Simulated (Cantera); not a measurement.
An isothermal, constant-pressure homogeneous reactor starts with 14.5 % CH4, 85.5 % N2, at 1675 K and 0.190 bar.

Model: GRI-Mech 3.0 (53 species, 325 reactions), integrated in Cantera. GRI-Mech 3.0 stops at C3 and has no aromatics, soot or wall deposition, so with more carbon than oxygen in the feed, carbon stays in small species such as C2H2 where larger ones or solid carbon would form.

x: mole fraction; the columns are a selection and need not sum to one.

```
t (s)        x CH4    x C2H6       x HCN     x CH2     x CH3
--------  --------  --------  ----------  --------  --------
0.000100     0.145   4.39e-8      <1e-12  8.10e-10   4.61e-5
0.000303     0.145   1.05e-6      <1e-12   6.68e-9  0.000138
0.000920     0.144   1.79e-5    5.09e-12   4.94e-8  0.000389
0.00279      0.142  0.000148    1.50e-10   2.57e-7  0.000923
0.00847      0.124  0.000324  (withheld)   5.68e-7   0.00132
0.0257      0.0862  0.000120  (withheld)   3.48e-7  0.000834
0.0779      0.0470   3.32e-5  (withheld)   2.04e-7  0.000459
0.236       0.0183   5.62e-6  (withheld)   1.02e-7  0.000198
0.717      0.00554   5.94e-7  (withheld)   3.86e-8   6.61e-5
2.17       0.00170   6.31e-8  (withheld)   1.29e-8   2.11e-5
6.59      0.000730   1.57e-8  (withheld)   5.67e-9   9.13e-6
20.0      0.000614   1.25e-8  (withheld)   4.78e-9   7.68e-6
```

Complete the blanks.


- 0.00847, x HCN: 6.66e-9
- 0.0257, x HCN: 5.62e-8
- 0.0779, x HCN: 2.01e-7
- 0.236, x HCN: 5.15e-7
- 0.717, x HCN: 9.68e-7
- 2.17, x HCN: 1.44e-6
- 6.59, x HCN: 1.97e-6
- 20.0, x HCN: 3.05e-6
